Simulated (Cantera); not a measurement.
Cantera with NASA thermochemical tables; ideal gases at 1 bar, condensed phases pure. Values are per mole of reaction as written; species without (g) are pure solids or liquids, kept so even where they would boil at 1 bar. VN: taken at fixed stoichiometry.

4 VN + 5 H₂O₂(g) → 5 H₂(g) + 2 V₂O₅ + 4 N(g), with ΔH° = 339.9 kJ and ΔS° = 206.8 J/K at 300 K.

### Question
How far is the shortcut ΔG° ≈ ΔH°(300 K) − T·ΔS°(300 K) from the full temperature-dependent value at 550, 700, 850, 1000, 1150, 1300, 1450, 1600, 1750, 1900, 2050 K?

### Answer
```
T (K)  shortcut (kJ)  full (kJ)  difference (kJ)  difference in log10 K  condensed phases
-----  -------------  ---------  ---------------  ---------------------  ----------------
550            226.1      215.7             10.4                  -0.99    VN(s), V₂O₅(s)
700            195.1      171.5             23.6                  -1.76    VN(s), V₂O₅(s)
850            164.1      124.1             40.0                  -2.46    VN(s), V₂O₅(s)
1000           133.1       66.6             66.4                  -3.47    VN(s), V₂O₅(l)
1150           102.1       -5.5            107.5                  -4.88    VN(s), V₂O₅(l)
1300            71.0      -79.1            150.1                  -6.03    VN(s), V₂O₅(l)
1450            40.0     -153.7            193.7                  -6.98    VN(s), V₂O₅(l)
1600             9.0     -229.0            238.1                  -7.77    VN(s), V₂O₅(l)
1750           -22.0     -304.9            282.9                  -8.44    VN(s), V₂O₅(l)
1900           -53.0     -381.1            328.1                  -9.02    VN(s), V₂O₅(l)
2050           -84.0     -457.5            373.5                  -9.52    VN(s), V₂O₅(l)
```
The shortcut ignores heat capacities and the phase changes listed.
